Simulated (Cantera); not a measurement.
What does this Cantera script print?

```python
import numpy as np
import cantera as ct

gas = ct.Solution("SiF4_NH3_mec.yaml", "gas")
gas.TPX = 1325, 100000, {'NH3': 1, 'N2': 2.5}
reactor = ct.IdealGasConstPressureReactor(gas, energy="off", clone=False)
net = ct.ReactorNet([reactor])
net.rtol, net.atol = 1e-08, 1e-18
show = ['NH3', 'NH', 'H', 'NH2', 'N']
times = np.geomspace(0.0008, 200, 13)

steps = ct.SolutionArray(gas, extra=["t"])
rows = []
print(f"{'t/s':>10s}{'T/K':>9s}{'P/Pa':>11s}" + "".join(f"{s:>11s}" for s in show))
for t in times:
    while net.time < t:
        t_next = net.step()
        steps.append(gas.state, t=t_next)
    rows.append([np.interp(t, steps.t, y) for y in (steps.T, steps.P, *steps(*show).X.T)])
    print(f"{t:10.3e}{rows[-1][0]:9.1f}{rows[-1][1]:11.4g}" + "".join(f"{x:11.3e}" for x in rows[-1][2:]))
rate = np.gradient(steps.T, steps.t)
print("integrator steps:", len(steps.t))
if steps.T.max() > steps.T[0] + 200:
    print(f"time of steepest temperature rise: {steps.t[rate.argmax()]:.4e} s")
gas.TPX = 1325, 100000, {'NH3': 1, 'N2': 2.5}
gas.equilibrate("TP")
print(f"equilibrium (TP): T = {gas.T:.1f} K  " + "  ".join(f"{s} {gas[s].X[0]:.3e}" for s in show))
```

Result:

```
       t/s      T/K       P/Pa        NH3         NH          H        NH2          N
 8.000e-04   1325.0      1e+05  2.857e-01  7.739e-13  4.120e-11  6.609e-08  6.653e-18
 2.254e-03   1325.0      1e+05  2.857e-01  8.482e-12  4.148e-11  1.861e-07  2.091e-16
 6.350e-03   1325.0      1e+05  2.857e-01  7.454e-11  4.398e-11  5.232e-07  4.096e-15
 1.789e-02   1325.0      1e+05  2.857e-01  5.462e-10  6.501e-11  1.462e-06  3.057e-14
 5.040e-02   1325.0      1e+05  2.857e-01  2.925e-09  2.309e-10  3.769e-06  2.446e-13
 1.420e-01   1325.0      1e+05  2.857e-01  5.598e-09  8.550e-10  5.602e-06  1.178e-12
 4.000e-01   1325.0      1e+05  2.856e-01  5.756e-09  2.296e-09  5.644e-06  3.192e-12
 1.127e+00   1325.0      1e+05  2.852e-01  5.922e-09  6.262e-09  5.601e-06  8.705e-12
 3.175e+00   1325.0      1e+05  2.843e-01  6.249e-09  1.693e-08  5.491e-06  2.301e-11
 8.944e+00   1325.0      1e+05  2.820e-01  6.573e-09  4.368e-08  5.233e-06  5.205e-11
 2.520e+01   1325.0      1e+05  2.763e-01  6.242e-09  1.015e-07  4.723e-06  8.092e-11
 7.099e+01   1325.0      1e+05  2.644e-01  4.890e-09  1.984e-07  3.924e-06  7.575e-11
 2.000e+02   1325.0      1e+05  2.440e-01  3.210e-09  3.209e-07  2.997e-06  4.752e-11
integrator steps: 851
equilibrium (TP): T = 1325.0 K  NH3 1.735e-05  NH 4.398e-14  H 9.504e-07  NH2 9.225e-11  N 3.127e-16
```

Detailed kinetics in Cantera: the gas-phase N/H chemistry of the illustrative SiF4/NH3 mechanism in the Surface Chemkin manual (1991). Walls and surfaces, which speed up NH3 decomposition in real reactors, are not modelled.
